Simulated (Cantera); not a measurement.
What does this Cantera script print?

```python
import numpy as np
import cantera as ct

gas_names = """
    CL CL2 Cs CsCL Cs2 Cs2CL2 H HCL H2
""".split()
cond_names = """
    Cs(cr) Cs(L) CsCL(a) CsCL(b) CsCL(L)
""".split()


# ... load() reads the species with a 1 bar reference pressure and builds the phases ...
atoms = {
    'CsCl': {'Cs': 1, 'CL': 1},
    'H2': {'H': 2},
}
top_T = {}  # K; cautious upper limits of use, not melting points


# ... equilibrate(T, P, feed) seeds the gas with the atoms and calls Mixture.equilibrate('TP', solver="vcs", rtol=1e-11, max_steps=5000) ...
results = []
feed = {'CsCl': 1, 'H2': 0.98}  # mol
P = 4200  # Pa
for T in [1475, 1525, 1575, 1625, 1675, 1725, 1775, 1825, 1875, 1925, 1975]:
    mix = equilibrate(T, P, feed)
    results.append((T, P, feed, dict(zip(mix.species_names, mix.species_moles))))

top = {s: max(r[3][s] / sum(r[3][g] for g in gas_names) for r in results) for s in gas_names}
cols = sorted((s for s in top if top[s] > 1e-05), key=lambda s: -top[s])[:6]
seen = [c for c in cond_names if any(r[3].get(c, 0) > 1e-12 for r in results)]
print("log10 of partial pressures in bar; condensed amounts in mol")
print(f"{'T/K':>10s}" + "".join(f"{s[:9]:>10s}" for s in cols + seen))
for T, P, feed, n in results:
    ng = sum(n[g] for g in gas_names)
    print(f"{T:10.4g}" + "".join(f"{np.log10(max(n[s] / ng * P / 1e5, 1e-99)):10.3f}" for s in cols)
          + "".join(f"{n.get(c, 0):10.4g}" for c in seen))
```

Result:

```
log10 of partial pressures in bar; condensed amounts in mol
       T/K        H2      CsCL        Cs       HCL    Cs2CL2         H
      1475    -1.679    -1.687    -4.198    -4.198    -3.432    -5.727
      1525    -1.681    -1.683    -4.068    -4.068    -3.624    -5.467
      1575    -1.682    -1.681    -3.946    -3.946    -3.806    -5.223
      1625    -1.684    -1.681    -3.832    -3.832    -3.979    -4.993
      1675    -1.685    -1.681    -3.725    -3.726    -4.142    -4.777
      1725    -1.686    -1.681    -3.625    -3.626    -4.297    -4.574
      1775    -1.687    -1.682    -3.531    -3.531    -4.444    -4.382
      1825    -1.689    -1.684    -3.442    -3.443    -4.584    -4.200
      1875    -1.690    -1.686    -3.358    -3.360    -4.717    -4.029
      1925    -1.692    -1.688    -3.279    -3.281    -4.844    -3.866
      1975    -1.695    -1.691    -3.204    -3.207    -4.966    -3.711
```

Equilibrium computed with Cantera from the NASA thermochemical tables; the gas is ideal and each condensed phase is pure.
